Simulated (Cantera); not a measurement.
Input: 1 mol SiO2, 0.0084 mol Si, a varied amount of H2, equilibrated at 1575 K and 1000 Pa.

Method: chemical equilibrium by Gibbs-energy minimisation in Cantera with the NASA 1993 tables (ideal gas, pure condensed phases). Candidate condensed phases: H2O, Si, SiO2; 18 gas species. Mutual solubility and eutectic melting of coexisting phases are not modelled. The tables hold silica as quartz up to 1696 K and as liquid above; real silica turns to tridymite and cristobalite and melts near 1996 K. Equilibrium is a limit: real reactors are often held back by kinetics, nucleation or transport.

x: gas mole fraction; n: condensed amount in mol.

```tsv
n(H2) (mol)	x H2	x SiO	x H	x H2O	x Si	x SiH2	n Si(s)	n SiO2(β-quartz)
0.026	0.810	0.190	0.000374	5.75e-6	5.74e-6	3.04e-6	0.00535	0.997
0.039	0.810	0.190	0.000374	5.75e-6	5.74e-6	3.04e-6	0.00383	0.995
0.059	0.810	0.190	0.000374	5.75e-6	5.74e-6	3.04e-6	0.00149	0.993
0.091	0.844	0.156	0.000382	7.30e-6	3.87e-6	?	0	0.992
0.14	0.892	0.107	0.000393	1.12e-5	1.83e-6	?	0	0.992
0.21	0.926	0.0741	0.000400	1.68e-5	8.74e-7	?	0	0.992
0.32	0.950	0.0499	0.000405	2.57e-5	3.97e-7	?	0	0.992
0.49	0.966	0.0332	0.000409	3.93e-5	1.75e-7	?	0	0.992
0.75	0.978	0.0220	0.000411	6.00e-5	7.68e-8	?	0	0.992
1.1	0.984	0.0151	0.000412	8.78e-5	3.64e-8	?	0	0.992
```

Problem. Some entries are withheld; supply them.

Solution. 
- 0.091, x SiH2: 2.14e-6
- 0.14, x SiH2: 1.07e-6
- 0.21, x SiH2: 5.29e-7
- 0.32, x SiH2: 2.46e-7
- 0.49, x SiH2: 1.11e-7
- 0.75, x SiH2: 4.92e-8
- 1.1, x SiH2: 2.35e-8
